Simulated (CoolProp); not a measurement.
Vapour-liquid equilibrium of methanol (1) + ethanol (2) at 0.325 MPa; x and y are mole fractions of (1).

Model: multi-fluid Helmholtz-energy mixture model, de Reuck 1993 and Schroeder 2014; pair parameters Bell 2016, in CoolProp.

```csv
x,bubble temperature (K),y at the bubble point,dew temperature at overall composition x (K),liquid density (mol/L)
0.05,383.5,0.073,383.8,15.49
0.125,382.3,0.175,382.9,15.90
0.2,381.2,0.269,382.0,16.33
0.275,380.2,0.357,381.2,16.77
0.35,379.1,0.441,380.3,17.24
0.425,378.1,0.520,379.3,17.72
0.5,377.1,0.595,378.4,18.23
0.575,376.1,0.667,377.4,18.76
0.65,375.1,0.735,376.4,19.31
0.725,374.1,0.799,375.3,19.89
0.8,373.1,0.860,374.1,20.50
0.875,372.1,0.916,372.9,21.14
0.95,371.1,0.968,371.5,21.81
```

No azeotrope shows between x = 0.05 and 0.95.

Pair parameters are fitted to limited data, so mixtures are less certain than the pure fluids.
